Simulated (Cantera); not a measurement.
Adiabatic ignition

An adiabatic, constant-pressure homogeneous reactor starts with C₃H₈ : O₂ : N₂ = 1 : 3.57 : 13.4 (molar parts), at 1498 K and 1000000 Pa.

Detailed kinetics in Cantera: GRI-Mech 3.0 (53 species, 325 reactions). GRI-Mech 3.0 was tuned for natural gas; its chemistry of propane as a main component is partial and can be far from experiment.

```
t (s)     T (K)  x C₃H₈     x O₂    x CO₂   x CH₂CO   x C₂H₂
--------  -----  ------  -------  -------  --------  -------
1.00e-6    1496  0.0551    0.198  2.06e-7   1.37e-7  2.34e-8
3.16e-6    1494  0.0528    0.197  5.44e-6   7.93e-6  1.09e-6
1.00e-5    1501  0.0436    0.191  4.05e-5  0.000185  2.45e-5
3.16e-5    2894  <1e-12  0.00187   0.0448    <1e-12   <1e-12
0.000100   2921  <1e-12  0.00126   0.0453    <1e-12   <1e-12
0.000316   2915  <1e-12  0.00117   0.0449    <1e-12   <1e-12
0.00100    2913  <1e-12  0.00115   0.0448    <1e-12   <1e-12
0.00316    2913  <1e-12  0.00115   0.0448    <1e-12   <1e-12
0.0100     2913  <1e-12  0.00115   0.0448    <1e-12   <1e-12
0.0316     2913  <1e-12  0.00115   0.0448    <1e-12   <1e-12
0.100      2913  <1e-12  0.00115   0.0448    <1e-12   <1e-12
```
x: mole fraction; the columns are a selection and need not sum to one.

The time of steepest temperature rise is 21.7 µs and the temperature at 0.100 s is 2913 K. The equilibrium temperature is 2913 K. The x(C₃H₈) at 0.100 s is <1e-12 (gas-phase equilibrium <1e-12) and the x(O₂) at 0.100 s is 0.00115 (gas-phase equilibrium 0.00115). The x(CO₂) at 0.100 s comes out as 0.0448 (gas-phase equilibrium 0.0448).
